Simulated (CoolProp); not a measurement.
Vapour-liquid equilibrium of benzene (1) + toluene (2) at 166.85 °C; x and y are mole fractions of (1).

The numbers come from the multi-fluid Helmholtz-energy mixture model, Thol 2012 and Lemmon 2006; pair parameters Bell 2016 in CoolProp.

```json
[
 {"x": "0.05", "bubble pressure (MPa)": "0.4162", "y at the bubble point": "0.089", "dew pressure at overall composition x (MPa)": "0.4076", "liquid density (mol/L)": "7.845"},
 {"x": "0.125", "bubble pressure (MPa)": "0.4454", "y at the bubble point": "0.209", "dew pressure at overall composition x (MPa)": "0.4246", "liquid density (mol/L)": "7.930"},
 {"x": "0.2", "bubble pressure (MPa)": "0.4750", "y at the bubble point": "0.316", "dew pressure at overall composition x (MPa)": "0.4431", "liquid density (mol/L)": "8.017"},
 {"x": "0.275", "bubble pressure (MPa)": "0.5048", "y at the bubble point": "0.412", "dew pressure at overall composition x (MPa)": "0.4632", "liquid density (mol/L)": "8.105"},
 {"x": "0.35", "bubble pressure (MPa)": "0.5350", "y at the bubble point": "0.499", "dew pressure at overall composition x (MPa)": "0.4851", "liquid density (mol/L)": "8.195"},
 {"x": "0.425", "bubble pressure (MPa)": "0.5655", "y at the bubble point": "0.577", "dew pressure at overall composition x (MPa)": "0.5091", "liquid density (mol/L)": "8.287"},
 {"x": "0.5", "bubble pressure (MPa)": "0.5964", "y at the bubble point": "0.648", "dew pressure at overall composition x (MPa)": "0.5355", "liquid density (mol/L)": "8.380"},
 {"x": "0.575", "bubble pressure (MPa)": "0.6274", "y at the bubble point": "0.713", "dew pressure at overall composition x (MPa)": "0.5647", "liquid density (mol/L)": "8.475"},
 {"x": "0.65", "bubble pressure (MPa)": "0.6588", "y at the bubble point": "0.773", "dew pressure at overall composition x (MPa)": "0.5971", "liquid density (mol/L)": "8.572"},
 {"x": "0.725", "bubble pressure (MPa)": "0.6905", "y at the bubble point": "0.829", "dew pressure at overall composition x (MPa)": "0.6333", "liquid density (mol/L)": "8.670"},
 {"x": "0.8", "bubble pressure (MPa)": "0.7225", "y at the bubble point": "0.880", "dew pressure at overall composition x (MPa)": "0.6738", "liquid density (mol/L)": "8.771"},
 {"x": "0.875", "bubble pressure (MPa)": "0.7548", "y at the bubble point": "0.927", "dew pressure at overall composition x (MPa)": "0.7193", "liquid density (mol/L)": "8.873"},
 {"x": "0.95", "bubble pressure (MPa)": "0.7873", "y at the bubble point": "0.972", "dew pressure at overall composition x (MPa)": "0.7709", "liquid density (mol/L)": "8.978"}
]
```

No azeotrope shows between x = 0.05 and 0.95.

Pair parameters are fitted to limited data, so mixtures are less certain than the pure fluids.
